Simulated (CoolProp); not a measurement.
Vapour-liquid equilibrium of octamethyltrisiloxane (MDM) (1) + octamethylcyclotetrasiloxane (D4) (2) at 416.2 K; x and y are mole fractions of (1).

The numbers come from the multi-fluid Helmholtz-energy mixture model, Thol 2017 and Thol 2015; pair parameters Bell 2016 in CoolProp.

```csv
x,"bubble pressure, mixture model (bar)","bubble pressure, Raoult's law (bar)","y, mixture model","y, Raoult's law"
0.05,0.4272,0.4249,0.095,0.093
0.15,0.4676,0.4629,0.255,0.255
0.25,0.5059,0.5009,0.387,0.392
0.35,0.5431,0.5390,0.501,0.511
0.45,0.5797,0.5770,0.601,0.613
0.55,0.6162,0.6150,0.690,0.703
0.65,0.6530,0.6530,0.772,0.782
0.75,0.6903,0.6911,0.845,0.853
0.85,0.7282,0.7291,0.912,0.916
0.95,0.7667,0.7671,0.972,0.974
```

The largest gap from Raoult's law is +1.0 % in bubble pressure, at x = 0.15. No azeotrope shows between x = 0.05 and 0.95.

The pair parameters rest on a limited set of measurements; away from them the model extrapolates.
